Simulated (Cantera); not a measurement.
What does this Cantera script print?

```python
import numpy as np
import cantera as ct

gas = ct.Solution("gri30.yaml")
gas.TPX = 1300, 15000, {'N2O': 1, 'H2O': 0.037}
reactor = ct.IdealGasConstPressureReactor(gas, energy="off", clone=False)
net = ct.ReactorNet([reactor])
net.rtol, net.atol = 1e-08, 1e-18
show = ['N2O', 'H2O', 'H2', 'H', 'NO', 'NO2', 'N2']
times = np.geomspace(6e-06, 9, 15)

steps = ct.SolutionArray(gas, extra=["t"])
rows = []
print(f"{'t/s':>10s}{'T/K':>9s}{'P/Pa':>11s}" + "".join(f"{s:>11s}" for s in show))
for t in times:
    while net.time < t:
        t_next = net.step()
        steps.append(gas.state, t=t_next)
    rows.append([np.interp(t, steps.t, y) for y in (steps.T, steps.P, *steps(*show).X.T)])
    print(f"{t:10.3e}{rows[-1][0]:9.1f}{rows[-1][1]:11.4g}" + "".join(f"{x:11.3e}" for x in rows[-1][2:]))
rate = np.gradient(steps.T, steps.t)
print("integrator steps:", len(steps.t))
if steps.T.max() > steps.T[0] + 200:
    print(f"time of steepest temperature rise: {steps.t[rate.argmax()]:.4e} s")
gas.TPX = 1300, 15000, {'N2O': 1, 'H2O': 0.037}
gas.equilibrate("TP")
print(f"equilibrium (TP): T = {gas.T:.1f} K  " + "  ".join(f"{s} {gas[s].X[0]:.3e}" for s in show))
```

Result:

```
       t/s      T/K       P/Pa        N2O        H2O         H2          H         NO        NO2         N2
 6.000e-06   1300.0    1.5e+04  9.643e-01  3.568e-02  1.088e-15  4.309e-13  5.006e-08  1.241e-15  1.937e-06
 1.657e-05   1300.0    1.5e+04  9.643e-01  3.568e-02  9.747e-14  1.185e-11  3.398e-07  5.854e-14  5.928e-06
 4.576e-05   1300.0    1.5e+04  9.643e-01  3.568e-02  5.252e-12  1.621e-10  1.949e-06  2.350e-12  1.927e-05
 1.264e-04   1300.0    1.5e+04  9.642e-01  3.568e-02  1.573e-10  9.276e-10  8.321e-06  1.164e-10  6.174e-05
 3.489e-04   1300.0    1.5e+04  9.640e-01  3.567e-02  2.828e-09  3.013e-09  2.711e-05  7.891e-09  1.832e-04
 9.636e-04   1300.0    1.5e+04  9.635e-01  3.566e-02  2.998e-08  7.628e-09  7.850e-05  3.921e-07  5.225e-04
 2.661e-03   1300.0    1.5e+04  9.620e-01  3.563e-02  1.524e-07  1.250e-08  2.130e-04  7.998e-06  1.473e-03
 7.348e-03   1300.0    1.5e+04  9.578e-01  3.558e-02  3.394e-07  1.422e-08  5.567e-04  5.367e-05  4.116e-03
 2.029e-02   1300.0    1.5e+04  9.463e-01  3.544e-02  3.268e-07  1.469e-08  1.461e-03  1.993e-04  1.136e-02
 5.604e-02   1300.0    1.5e+04  9.159e-01  3.508e-02  1.929e-07  1.421e-08  3.929e-03  4.514e-04  3.065e-02
 1.548e-01   1300.0    1.5e+04  8.388e-01  3.415e-02  1.423e-07  1.437e-08  1.040e-02  6.359e-04  7.935e-02
 4.274e-01   1300.0    1.5e+04  6.672e-01  3.208e-02  1.315e-07  1.588e-08  2.487e-02  6.191e-04  1.879e-01
 1.180e+00   1300.0    1.5e+04  3.803e-01  2.863e-02  1.455e-07  1.937e-08  4.865e-02  4.193e-04  3.696e-01
 3.259e+00   1300.0    1.5e+04  1.056e-01  2.532e-02  1.575e-07  2.036e-08  6.986e-02  2.142e-04  5.444e-01
 9.000e+00   1300.0    1.5e+04  8.253e-03  2.416e-02  5.089e-08  3.503e-09  7.481e-02  1.781e-04  6.076e-01
integrator steps: 1523
equilibrium (TP): T = 1300.0 K  N2O 1.049e-08  H2O 2.407e-02  H2 9.523e-09  H 2.806e-10  NO 4.498e-04  NO2 2.344e-06  N2 6.504e-01
```

Model: GRI-Mech 3.0 (53 species, 325 reactions), integrated in Cantera. GRI-Mech 3.0 was tuned for natural gas; its chemistry of N2O as a main component is partial and can be far from experiment. The mechanism lacks the step 2 NO + O2 → 2 NO2, which can matter for NO2 below about 1400 K. The temperature is held fixed by assumption; the heat of reaction is taken as removed at once.
